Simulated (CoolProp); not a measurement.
Vapour-liquid equilibrium of R22 (1) + n-pentane (2) at 0.494 bar; x and y are mole fractions of (1).

The numbers come from the multi-fluid Helmholtz-energy mixture model, Kamei 1995 and Thol 2019; pair parameters Bell 2016 in CoolProp.

```json
[
 {"x": "0.05", "bubble temperature (°C)": "-11.2", "y at the bubble point": "0.719", "dew temperature at overall composition x (°C)": "15.3", "liquid density (mol/L)": "9.287"},
 {"x": "0.125", "bubble temperature (°C)": "-30.1", "y at the bubble point": "0.907", "dew temperature at overall composition x (°C)": "13.2", "liquid density (mol/L)": "9.862"},
 {"x": "0.2", "bubble temperature (°C)": "-38.9", "y at the bubble point": "0.950", "dew temperature at overall composition x (°C)": "11.1", "liquid density (mol/L)": "10.33"},
 {"x": "0.275", "bubble temperature (°C)": "-43.8", "y at the bubble point": "0.966", "dew temperature at overall composition x (°C)": "8.8", "liquid density (mol/L)": "10.78"},
 {"x": "0.35", "bubble temperature (°C)": "-46.6", "y at the bubble point": "0.973", "dew temperature at overall composition x (°C)": "6.3", "liquid density (mol/L)": "11.23"},
 {"x": "0.425", "bubble temperature (°C)": "-48.4", "y at the bubble point": "0.978", "dew temperature at overall composition x (°C)": "3.5", "liquid density (mol/L)": "11.69"},
 {"x": "0.5", "bubble temperature (°C)": "-49.6", "y at the bubble point": "0.980", "dew temperature at overall composition x (°C)": "0.5", "liquid density (mol/L)": "12.18"},
 {"x": "0.575", "bubble temperature (°C)": "-50.4", "y at the bubble point": "0.982", "dew temperature at overall composition x (°C)": "-3.0", "liquid density (mol/L)": "12.70"},
 {"x": "0.65", "bubble temperature (°C)": "-51.0", "y at the bubble point": "0.984", "dew temperature at overall composition x (°C)": "-6.9", "liquid density (mol/L)": "13.26"},
 {"x": "0.725", "bubble temperature (°C)": "-51.7", "y at the bubble point": "0.986", "dew temperature at overall composition x (°C)": "-11.6", "liquid density (mol/L)": "13.88"},
 {"x": "0.8", "bubble temperature (°C)": "-52.4", "y at the bubble point": "0.988", "dew temperature at overall composition x (°C)": "-17.5", "liquid density (mol/L)": "14.56"},
 {"x": "0.875", "bubble temperature (°C)": "-53.2", "y at the bubble point": "0.991", "dew temperature at overall composition x (°C)": "-25.5", "liquid density (mol/L)": "15.31"},
 {"x": "0.95", "bubble temperature (°C)": "-54.3", "y at the bubble point": "0.996", "dew temperature at overall composition x (°C)": "-39.0", "liquid density (mol/L)": "16.15"}
]
```

No azeotrope shows between x = 0.05 and 0.95.

Pair parameters are fitted to limited data, so mixtures are less certain than the pure fluids. With so large a gap from Raoult's law the liquid may split in two, which this calculation doesn't test in full.
